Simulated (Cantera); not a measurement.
Charge: 1 mol BF3, 1.2 mol H2, 16 mol N2, at 4300 Pa.

Cantera equilibrium calculation (NASA polynomials, part measured and part estimated; ideal gas, pure solids and liquids). Candidate condensed phases: B, BN; 31 gas species. N2 is the only nitrogen source here; it is nearly inert below about 1500 K, so the nitride shown seldom forms there in practice. The tables' values for BF2 are old estimates; treat these amounts as uncertain. Rates play no part. All values below are at 1423 K.

Base state: N2 0.878, H2 0.0616, BF3 0.0519, HF 0.00844, BHF2 0.000171, BF2 0.000121 (mole fractions); condensed: BN(s).

Q: What changes in the equilibrium state with this change: BF3 replaced by B2H6?

A: 
```json
[
 {"species": "N2", "before": "0.878", "after": "0.781"},
 {"species": "H2", "before": "0.0616", "after": "0.219"},
 {"species": "H", "before": "7.95e-6", "after": "1.50e-5"},
 {"species": "BF3", "before": "0.0519", "after": "0"},
 {"species": "HF", "before": "0.00844", "after": "0"},
 {"species": "BHF2", "before": "0.000171", "after": "0"},
 {"species": "BF2", "before": "0.000121", "after": "0"},
 {"species": "BN(s), mol", "before": "0.0494", "after": "2.00"}
]
```
The feed counts by its element totals alone.
